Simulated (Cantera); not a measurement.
What does this Cantera script print?

```python
import numpy as np
import cantera as ct

gas = ct.Solution("gri30.yaml")
gas.TPX = 950, 120000, {'CH4': 1, 'O2': 2.33, 'N2': 8.74}
reactor = ct.IdealGasConstPressureReactor(gas, energy="on", clone=False)
net = ct.ReactorNet([reactor])
net.rtol, net.atol = 1e-08, 1e-16
show = ['CH4', 'O2', 'NO', 'H', 'H2', 'HO2', 'CH2O']
times = np.geomspace(6e-06, 3, 13)

steps = ct.SolutionArray(gas, extra=["t"])
rows = []
print(f"{'t/s':>10s}{'T/K':>9s}{'P/Pa':>11s}" + "".join(f"{s:>11s}" for s in show))
for t in times:
    while net.time < t:
        t_next = net.step()
        steps.append(gas.state, t=t_next)
    rows.append([np.interp(t, steps.t, y) for y in (steps.T, steps.P, *steps(*show).X.T)])
    print(f"{t:10.3e}{rows[-1][0]:9.1f}{rows[-1][1]:11.4g}" + "".join(f"{x:11.3e}" for x in rows[-1][2:]))
rate = np.gradient(steps.T, steps.t)
print("integrator steps:", len(steps.t))
if steps.T.max() > steps.T[0] + 200:
    print(f"time of steepest temperature rise: {steps.t[rate.argmax()]:.4e} s")
gas.TPX = 950, 120000, {'CH4': 1, 'O2': 2.33, 'N2': 8.74}
gas.equilibrate("HP")
print(f"equilibrium (HP): T = {gas.T:.1f} K  " + "  ".join(f"{s} {gas[s].X[0]:.3e}" for s in show))
```

Result:

```
       t/s      T/K       P/Pa        CH4         O2         NO          H         H2        HO2       CH2O
 6.000e-06    950.0    1.2e+05  8.285e-02  1.930e-01  6.487e-30  5.480e-16  3.727e-16  1.300e-11  6.107e-15
 1.791e-05    950.0    1.2e+05  8.285e-02  1.930e-01  8.358e-29  8.887e-16  1.902e-15  3.879e-11  5.485e-14
 5.345e-05    950.0    1.2e+05  8.285e-02  1.930e-01  8.309e-28  1.865e-15  1.064e-14  1.157e-10  4.820e-13
 1.595e-04    950.0    1.2e+05  8.285e-02  1.930e-01  7.665e-27  4.867e-15  7.418e-14  3.449e-10  4.269e-12
 4.762e-04    950.0    1.2e+05  8.285e-02  1.930e-01  7.096e-26  1.434e-14  6.231e-13  1.025e-09  3.893e-11
 1.421e-03    950.0    1.2e+05  8.285e-02  1.930e-01  6.384e-25  4.704e-14  5.674e-12  3.019e-09  3.474e-10
 4.243e-03    950.0    1.2e+05  8.285e-02  1.930e-01  6.161e-24  1.868e-13  6.182e-11  8.657e-09  3.302e-09
 1.266e-02    950.0    1.2e+05  8.285e-02  1.930e-01  6.917e-23  1.016e-12  8.819e-10  2.283e-08  3.498e-08
 3.780e-02    950.0    1.2e+05  8.285e-02  1.930e-01  1.106e-21  5.838e-12  1.578e-08  4.503e-08  4.294e-07
 1.128e-01    950.0    1.2e+05  8.285e-02  1.930e-01  1.099e-20  1.152e-11  1.406e-07  6.217e-08  3.094e-06
 3.367e-01    950.1    1.2e+05  8.283e-02  1.930e-01  6.730e-20  2.643e-11  8.696e-07  1.192e-07  1.413e-05
 1.005e+00    950.9    1.2e+05  8.270e-02  1.929e-01  9.145e-19  1.698e-10  1.042e-05  4.235e-07  8.562e-05
 3.000e+00   2453.7    1.2e+05  2.137e-17  2.807e-02  7.380e-03  1.190e-03  4.014e-03  3.637e-06  2.146e-11
integrator steps: 2742
time of steepest temperature rise: 2.0764e+00 s
equilibrium (HP): T = 2453.7 K  CH4 2.920e-17  O2 2.807e-02  NO 7.380e-03  H 1.190e-03  H2 4.014e-03  HO2 3.637e-06  CH2O 2.146e-11
```

Cantera simulation using GRI-Mech 3.0 (53 species, 325 reactions); the numbers are that mechanism's predictions, not measurements. Below about 1000 K GRI-Mech 3.0 lacks low-temperature oxidation paths.
